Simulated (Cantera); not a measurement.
Input: 1 mol Ti, 0.15 mol O₂, a varied amount of H₂, 0.14 mol CH₄, equilibrated at 1623.15 K and 1.33 mbar.

Points: n(H2) (mol) = 26, 31, 37, 43, 51, 61, 72, 85, 100, 120, 140, 170, 200.

Cantera's Mixture.equilibrate('TP', solver="vcs", rtol=1e-11, max_steps=5000) on the NASA tables stopped like this:

```
*******************************************************************************
CanteraError thrown by VCS_SOLVE::solve_tp_inner:
vcs_solve_TP: ERROR on step change wt[116:Ti3O5(b)]: -1.734723475976807e-18 < 0.0
*******************************************************************************
```

Q: What got this run through?

A: One answer among several that fit: The failure is numerical, not chemical. The same input converged with solver="gibbs", rtol=1e-10, max_steps=50000, and the result passed a check of the equilibrium conditions:
```
log10 of partial pressures in bar; condensed amounts in mol
     n(H2)        H2         H     Ti(b)    TiC(s)    TiO(b)
        26    -2.876    -5.598    0.5597      0.14       0.3
        31    -2.876    -5.598    0.5596      0.14       0.3
        37    -2.876    -5.598    0.5595      0.14       0.3
        43    -2.876    -5.598    0.5594      0.14       0.3
        51    -2.876    -5.598    0.5593      0.14       0.3
        61    -2.876    -5.598    0.5592      0.14       0.3
        72    -2.876    -5.598    0.5591      0.14       0.3
        85    -2.876    -5.598    0.5589      0.14       0.3
       100    -2.876    -5.598    0.5587      0.14       0.3
       120    -2.876    -5.598    0.5585      0.14       0.3
       140    -2.876    -5.598    0.5582      0.14    0.2999
       170    -2.876    -5.598    0.5578      0.14    0.2999
       200    -2.876    -5.598    0.5574      0.14    0.2999
```

The gas is ideal and each condensed phase is pure. Mutual solubility and eutectic melting of coexisting phases are not modelled. TiC, TiO: taken at fixed stoichiometry. Condensed phases not in the tables: solid solutions among these carbides, nitrides and lower oxides, N, O or C dissolved in the metal.
